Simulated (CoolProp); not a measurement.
Vapour-liquid equilibrium of carbon dioxide (1) + R143a (2) at 266.8 K; x and y are mole fractions of (1).

Values from CoolProp's multi-fluid Helmholtz-energy mixture model, Span 1996 and Lemmon and Jacobsen 2000; pair parameters Bell 2016.

```csv
x,"bubble pressure, mixture model (kPa)","bubble pressure, Raoult's law (kPa)","y, mixture model","y, Raoult's law"
0.05,599.4,627.4,0.177,0.234
0.15,818.5,870.3,(withheld),0.506
0.25,1067,1113,0.601,0.659
0.35,1326,1356,0.708,0.757
0.45,(withheld),1599,0.781,0.826
0.55,1835,1842,0.834,0.876
0.65,2076,2085,0.876,0.915
0.75,2313,2327,0.912,0.946
0.85,2552,2570,0.946,0.970
0.95,(withheld),2813,0.981,0.991
```

Q: Some entries are withheld; supply them.

A: 
- 0.15, y, mixture model: 0.436
- 0.45, bubble pressure, mixture model (kPa): 1585
- 0.95, bubble pressure, mixture model (kPa): 2803

The largest gap from Raoult's law is -6.0 % in bubble pressure, at x = 0.15. No azeotrope shows between x = 0.05 and 0.95.

Pair parameters are fitted to limited data, so mixtures are less certain than the pure fluids.
